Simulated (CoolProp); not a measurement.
A single-stage vapour-compression cycle with R114: evaporating at 301.15 K (dew point), condensing at 361.15 K (bubble point), superheat 5 K, subcooling 0 K, compressor efficiency 0.85, no pressure losses. Each further row changes one setting.

Computed with CoolProp (reference Helmholtz-energy equation of state, Platzer 1990). This equation is an older, rougher fit; its heat capacities, sound speeds and derivatives of the liquid may be far off and weren't checked against measurements.

```tsv
case	cooling COP	pressure ratio	discharge temperature (K)	refrigerating effect (kJ/kg)	volumetric capacity (kJ/m³)
as stated	(withheld)	4.70	361.2	67.0	1140
evaporating temperature 306.15 K	3.15	4.03	361.2	70.0	(withheld)
condensing temperature 356.15 K	3.16	(withheld)	356.1	72.6	1240
subcooling 5 K	2.96	4.70	361.2	72.6	1240
superheat 15 K	(withheld)	4.70	365.0	74.3	1210
compressor efficiency 0.75	(withheld)	4.70	361.2	67.0	1140
```

Problem. Complete the blanks.

Solution. 
- as stated, cooling COP: 2.73
- evaporating temperature 306.15 K, volumetric capacity (kJ/m³): 1380
- condensing temperature 356.15 K, pressure ratio: 4.22
- superheat 15 K, cooling COP: 2.86
- compressor efficiency 0.75, cooling COP: 2.41

The compression ends wet for: as stated; evaporating temperature 306.15 K; condensing temperature 356.15 K; subcooling 5 K; compressor efficiency 0.75.
